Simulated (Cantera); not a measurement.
A closed system holds: 1 mol SiO₂, 0.65 mol CH₄, 0.093 mol CO, at 1052 °C and 0.00133 bar.

Equilibrium computed with Cantera from the NASA thermochemical tables; the gas is ideal and each condensed phase is pure. Candidate condensed phases: C, C₆H₆, C₇H₈, C₈H₁₈, H₂O, Si, SiC, SiO₂; 123 gas species. Mutual solubility and eutectic melting of coexisting phases are not modelled. The tables hold silica as quartz up to 1696 K and as liquid above; real silica turns to tridymite and cristobalite and melts near 1996 K. The numbers say what is thermodynamically allowed, not how fast it happens.

Base state: H₂ 0.711, CO 0.288, SiO 0.000813, H 3.78e-5 (mole fractions); condensed: SiC(s) + SiO₂(β-quartz).

Problem. What changes in the equilibrium state with this change: pressure from 0.00133 bar to 1 atm?

Solution. 
```json
[
 {"species": "H₂", "before": "0.711", "after": "0.927"},
 {"species": "CO", "before": "0.288", "after": "0.0667"},
 {"species": "CH₄", "before": "2.49e-6", "after": "0.00585"},
 {"species": "SiO", "before": "0.000813", "after": "1.11e-8"},
 {"species": "H₂O", "before": "3.57e-6", "after": "0.000451"},
 {"species": "H", "before": "3.78e-5", "after": "1.56e-6"},
 {"species": "CO₂", "before": "7.77e-7", "after": "1.74e-5"},
 {"species": "SiC(s), mol", "before": "0.216", "after": "0"},
 {"species": "SiO₂(β-quartz), mol", "before": "0.782", "after": "1.00"},
 {"species": "C(graphite), mol", "before": "0", "after": "0.643"}
]
```
